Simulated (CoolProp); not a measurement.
Vapour-liquid equilibrium of n-hexane (1) + dimethyl carbonate (2) at 0.448 MPa; x and y are mole fractions of (1).

Values from CoolProp's multi-fluid Helmholtz-energy mixture model, Thol 2019 and Zhou 2011; pair parameters Bell 2016.

```tsv
x	bubble temperature, mixture model (K)	bubble temperature, Raoult's law (K)	y, mixture model	y, Raoult's law
0.05	411.7	417.1	0.171	0.075
0.15	403.6	414.9	0.365	0.214
0.25	399.2	412.7	0.467	0.341
0.35	396.8	410.6	0.532	0.457
0.45	395.3	408.5	0.581	0.563
0.55	394.4	406.5	0.626	0.659
0.65	393.9	404.6	0.674	0.747
0.75	393.9	402.7	0.732	0.828
0.85	394.6	400.9	0.810	0.901
0.95	396.5	399.1	0.923	0.969
```

The largest gap from Raoult's law is -13.8 K in bubble temperature, at x = 0.35. y crosses x between x = 0.65 and 0.75: the model has an azeotrope there.

The pair parameters rest on a limited set of measurements; away from them the model extrapolates.
